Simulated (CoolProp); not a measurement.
Vapour-liquid equilibrium of hexamethyldisiloxane (MM) (1) + toluene (2) at 0.0331 MPa; x and y are mole fractions of (1).

The numbers come from the multi-fluid Helmholtz-energy mixture model, Thol 2016 and Lemmon 2006; pair parameters Bell 2016 in CoolProp.

```
x      bubble temperature, mixture model (°C)  bubble temperature, Raoult's law (°C)  y, mixture model  y, Raoult's law
-----  --------------------------------------  -------------------------------------  ----------------  ---------------
0.05                                     74.4                                   74.9             0.083            0.068
0.125                                    73.0                                   74.1             0.194            0.165
0.2                                      71.8                                   73.3             0.291            0.258
0.275                                    70.7                                   72.6             0.376            0.345
0.35                                     69.8                                   71.9             0.453            0.428
0.425                                    69.0                                   71.1             0.522            0.507
0.5                                      68.4                                   70.5             0.586            0.582
0.575                                    67.8                                   69.8             0.647            0.654
0.65                                     67.3                                   69.1             0.705            0.722
0.725                                    66.9                                   68.5             0.763            0.787
0.8                                      66.6                                   67.8             0.823            0.848
0.875                                    66.4                                   67.2             0.885            0.907
0.95                                     66.3                                   66.6             0.952            0.964
```

The largest gap from Raoult's law is -2.1 K in bubble temperature, at x = 0.425. No azeotrope shows between x = 0.05 and 0.95.

Pair parameters are fitted to limited data, so mixtures are less certain than the pure fluids.
